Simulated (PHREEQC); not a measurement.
# Leach liquor: an equilibrium model

Dissolve 0.78 mol H2SO4, 0.00025 mol FeSO4 and 5.9e-05 mol MgSO4 per kg of water at 25 °C. Closed to the air; pH follows from the charge balance.

All values are PHREEQC results (ion-association model, wateq4f.dat), not measurements.

This is a speciation only: nothing precipitates in the calculation.

Q: Predict the pH, activity of water, ionic strength.

A: pH 0.21; activity of water 0.973; ionic strength 0.875 mol/kgw.

Q: In which forms is S present?

A: HSO4- 94 %, SO4-2 6.0 % of the S.

Ionic strength above about 0.7 mol/kgw puts this run outside the model's range. Species that the database lacks are ignored.
